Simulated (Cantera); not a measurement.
Feed: 1 mol Si2H6, 0.39 mol Cl2, 590 mol H2, equilibrated at 875 K and 4.43 Torr.

Method: chemical equilibrium by Gibbs-energy minimisation in Cantera with the NASA 1993 tables (ideal gas, pure condensed phases). Candidate condensed phases: Si; 19 gas species. The feed counts by its element totals alone. Rates play no part.

Base state: H2 0.999, HCl 0.00123, SiHCl3 1.45e-5 (mole fractions); condensed: Si(s).

Question: What changes in the equilibrium state with this change: Cl2 from 0.39 to 0.016 mol?

Answer: 
```csv
species,before,after
H2,0.999,1.000
HCl,0.00123,5.39e-5
SiHCl3,1.45e-5,1.22e-9
"Si(s), mol",1.98,2.00
```
